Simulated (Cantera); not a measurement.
Feed: 1 mol B₂H₆, 0.4 mol O₂, 4.2 mol N₂, at 19.0 Pa.

These are equilibrium values from Cantera (NASA tables, ideal gas, pure condensed phases), not measurements of a reactor. Candidate condensed phases: B, BN, B₂O₃, B₃O₃H₃, H₂O; 39 gas species. The feed counts by its element totals alone. N₂ is the only nitrogen source here; it is nearly inert below about 1500 K, so the nitride shown seldom forms there in practice. Mutual solubility and eutectic melting of coexisting phases are not modelled. Kinetics and transport are ignored.

Question: Which condensed phases are stable at each of these points (T (K)): 1400, 1475, 1550, 1625, 1700, 1775, 1850, 1925, 2000, 2075?

Answer: 
```csv
T (K),condensed phases,B condensed (%)
1400,BN(s) + B₂O₃(l),85.9
1475,BN(s),71.4
1550,BN(s),68.0
1625,BN(s),64.1
1700,BN(s),61.4
1775,BN(s),60.4
1850,BN(s),60.0
1925,BN(s),59.8
2000,B(s),59.2
2075,B(s),58.4
```

At 1400 K the condensed part is BN(s) + B₂O₃(l). From 1475 K to 1925 K the condensed part is BN(s). From 2000 K to 2075 K the condensed part is B(s).
